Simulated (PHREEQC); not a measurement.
A solution holds 6.5 mmol/kgw Al2(SO4)3, 0.034 mmol/kgw NH3, 31 mmol/kgw NH4HCO3 and 13 mmol/kgw Fe2(SO4)3, at 25 °C. Closed to the air; pH follows from the charge balance.

Computed with PHREEQC (ion-association model, wateq4f.dat).

| quantity | before | after |
|---|---|---|
| pH | 3.90 | 3.93 |
| SO4-2 (mol/kgw) | 0.0368 | 0.000511 |
| NH4+ (mol/kgw) | 0.0272 | 0.000309 |
| AlSO4+ (mol/kgw) | 0.00861 | 6.04e-5 |
| Fe3(OH)4+5 (mol/kgw) | 0.00554 | 1.16e-8 |
| SI of Gibbsite (Al(OH)3) | -0.15 | -0.69 |
| SI of Basaluminite (Al4(OH)10SO4) | -0.62 | -4.25 |

Name the change that produced these shifts.
(A) NH3 from 3.4e-05 to 1.7e-05 mol/kgw
(B) Fe2(SO4)3 from 0.013 to 0.13 mol/kgw
(C) Fe2(SO4)3 from 0.013 to 0.0117 mol/kgw
(D) temperature from 25 to 30 °C
(E) diluted 100-fold with water

E, diluted 100-fold with water

This is a speciation only: nothing precipitates in the calculation. Some of these states are supersaturated (in Fe(OH)3(a), Hematite (slow to form), for instance). Carbamate, which ammonia and carbonate form, is missing from the database.
